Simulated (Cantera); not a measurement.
Gas mixture: 100 % H₂, at 0.0760 bar, frozen composition.

Cantera's kinetic-theory transport with the Lennard-Jones parameters of GRI-Mech 3.0, ideal gas; thermal conductivity in the multicomponent form.

D: mixture-averaged diffusion coefficient of that species in the mixture.

```csv
T (K),ρ (kg/m³),cp (J/kg/K),μ (µPa s),λ (mW/m/K),Pr,D (cm²/s) H₂,D (cm²/s) O,D (cm²/s) NO
400,0.00461,14520,10.9,229,0.689,3370,23.5,16.9
500,0.00369,14530,12.6,265,0.689,4940,34.1,24.6
600,0.00307,14510,14.1,298,0.688,6730,46.3,33.3
700,0.00263,14560,15.6,331,0.688,8720,59.8,43.0
800,0.00230,14690,17.0,364,0.688,10900,74.6,53.7
900,0.00205,14870,18.4,397,0.689,[?],[?],[?]
1000,0.00184,14960,19.7,427,0.689,[?],[?],[?]
```

### Question
Complete the blanks.

### Answer

- 900, D (cm²/s) H₂: 13300
- 900, D (cm²/s) O: 90.8
- 900, D (cm²/s) NO: 65.4
- 1000, D (cm²/s) H₂: 15800
- 1000, D (cm²/s) O: 108
- 1000, D (cm²/s) NO: 77.8
